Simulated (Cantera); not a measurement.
Cantera with NASA thermochemical tables; ideal gases at 1 bar, condensed phases pure. Values are per mole of reaction as written; species without (g) are pure solids or liquids, kept so even where they would boil at 1 bar.

Pb + S ⇌ PbS, with ΔH° = -98.3 kJ and ΔS° = -5.5 J/K at 300 K.

Q: How far is the shortcut ΔG° ≈ ΔH°(300 K) − T·ΔS°(300 K) from the full temperature-dependent value at 648, 748, 848, 948, 1048 K?

A: 
```csv
T (K),shortcut (kJ),full (kJ),difference (kJ),difference in log10 K,condensed phases
648,-94.7,-91.7,-3.0,0.24,"Pb(l), S(l), PbS(s)"
748,-94.2,-88.9,-5.3,0.37,"Pb(l), S(l), PbS(s)"
848,-93.6,-86.1,-7.6,0.47,"Pb(l), S(l), PbS(s)"
948,-93.1,-83.1,-10.0,0.55,"Pb(l), S(l), PbS(s)"
1048,-92.5,-80.1,-12.5,0.62,"Pb(l), S(l), PbS(s)"
```
The shortcut ignores heat capacities and the phase changes listed.
